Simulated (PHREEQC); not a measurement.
Consider water at 25 °C with 0.032 mol CaCl2, 0.0005 mol NaF and 0.00043 mol MgSO4 per kg of water. Closed to the air; pH follows from the charge balance.

The numbers come from PHREEQC with the ion-association model, phreeqc.dat.

```tsv
quantity	before	after
pH	7.01	7.20
SO4-2 (mol/kgw)	0.000234	0.000243
MgF+ (mol/kgw)	5.53e-6	4.27e-6
MgSO4 (mol/kgw)	3.48e-6	2.52e-6
NaSO4- (mol/kgw)	2.20e-7	2.11e-7
NaF (mol/kgw)	8.35e-8	8.47e-8
```

Question: Name the change that produced these shifts.
A) diluted 5-fold with water
B) CaCl2 from 0.032 to 0.0032 mol/kgw
C) temperature from 25 to 10 °C
D) CaCl2 left out

Answer: C, temperature from 25 to 10 °C

This is a speciation only: nothing precipitates in the calculation. Some of these states are supersaturated (in Fluorite, for instance). Away from 25 °C the constants follow the database's enthalpies or fits; those with neither stay at their 25 °C values.
